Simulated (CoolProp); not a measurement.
Saturation properties of methane.

Computed with CoolProp (reference Helmholtz-energy equation of state, Setzmann 1991).

| T (°C) | p (MPa) | surface tension (mN/m) | liquid viscosity (µPa s) |
|---|---|---|---|
| -169.65 | 0.04886 | 14.5 | 142 |
| -165.35 | 0.07280 | 13.7 | 128 |
| -160.95 | 0.1058 | 12.8 | 116 |
| -156.55 | 0.1494 | 12.0 | 105 |
| -152.25 | 0.2039 | 11.1 | 96.4 |
| -147.85 | 0.2740 | 10.3 | 88.6 |
| -143.45 | 0.3607 | 9.46 | 81.6 |
| -139.15 | 0.4636 | 8.66 | 75.6 |
| -134.75 | 0.5897 | 7.85 | 70.0 |
| -130.45 | 0.7354 | 7.07 | 65.0 |
| -126.05 | 0.9098 | 6.29 | 60.3 |
| -121.65 | 1.112 | 5.53 | 55.9 |
| -117.35 | 1.340 | 4.79 | 51.9 |

It boils at -161.5 °C under 1 atm.

Viscosity comes from a separate model (Quiñones-Cisneros 2006). Surface tension comes from a separate correlation (Mulero 2012).
